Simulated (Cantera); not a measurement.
**Reactions in the system H-I-N**

Source: NASA polynomial tables (part measured, part estimated), evaluated in Cantera. Values are per mole of reaction as written; species without (g) are pure solids or liquids, kept so even where they would boil at 1 bar.

2 NH₃(g) + 3 I₂ = 6 HI(g) + 2 N(g)

```tsv
T (K)	ΔH° (kJ)	ΔS° (J/K)	ΔG° (kJ)	log10 K	condensed phases
350	1194.2	808.4	911.2	-135.99	I₂(s)
375	1193.3	806.0	891.0	-124.11	I₂(s)
400	1144.5	679.9	872.5	-113.94	I₂(l)
425	1142.0	673.9	855.6	-105.16	I₂(l)
450	1139.5	668.2	838.8	-97.37	I₂(l)
475	1137.0	662.7	822.2	-90.41	I₂(l)
500	1134.5	657.5	805.7	-84.17	I₂(l)
525	1131.9	652.5	789.3	-78.53	I₂(l)
550	1129.3	647.7	773.1	-73.42	I₂(l)
575	1126.7	643.0	756.9	-68.76	I₂(l)
600	1124.0	638.5	740.9	-64.50	I₂(l)
```
